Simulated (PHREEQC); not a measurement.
## Copper plating or etch bath (model solution)

Consider water at 25 °C with 1.1 mmol/kgw Cu(NO3)2, 110 mmol/kgw HCl and 0.1 mmol/kgw NaCl. Closed to the air; pH follows from the charge balance.

The numbers come from PHREEQC with the ion-association model, wateq4f.dat.

Each row changes one thing in this solution. Precipitation was switched off in this run.

```csv
case,pH,ionic strength (mol/kgw),Cu+2 (mol/kgw),CuCl+ (mol/kgw),CuCl2 (mol/kgw),CuCl3- (mol/kgw),SI of Halite (NaCl),SI of Tenorite (CuO)
as made,1.04,0.113,0.000984,0.000112,3.70e-6,1.47e-9,-6.77,-8.95
0.0033 mol/kgw HF added,1.04,0.113,0.000984,0.000112,3.70e-6,1.47e-9,-6.77,-8.95
temperature from 25 to 5 °C,1.04,0.113,0.00106,4.31e-5,1.15e-6,3.13e-10,-6.72,-9.72
Cu(NO3)2 from 0.0011 to 0.011 mol/kgw,1.05,0.141,0.00992,0.00105,3.26e-5,1.29e-8,-6.79,-7.97
temperature from 25 to 80 °C,1.05,0.112,0.000538,0.000535,2.74e-5,2.46e-8,-6.91,-7.50
0.16 mol/kgw H2SO4 added,0.65,0.309,0.000825,6.95e-5,1.78e-6,7.39e-10,-6.86,-9.95
```

At this temperature some constants are extrapolated from 25 °C, and those without enthalpy data are left unchanged.
